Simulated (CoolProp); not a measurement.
Water at 348.36 K and 1.28 MPa flows at 0.5 m/s in a round tube of 6 mm bore and 0.25 µm roughness, fully developed (64/Re and Nu = 3.66 if laminar; Colebrook and Gnielinski if turbulent). Each further row changes one setting.

The numbers come from the reference Helmholtz-energy equation of state, Wagner 2002 in CoolProp.

```tsv
case	Reynolds number	Darcy friction factor	pressure drop (Pa/m)	heat-transfer coefficient (W/(m² K))	mass flow (kg/h)
as stated	7770	0.0331	673	4500	49.6
velocity 1 m/s	15500	0.0276	2250	8350	99.3
diameter 12 mm	15500	0.0276	280	4170	199
```

Viscosity comes from a separate model (Huber 2009). Thermal conductivity comes from a separate model (Huber 2012).
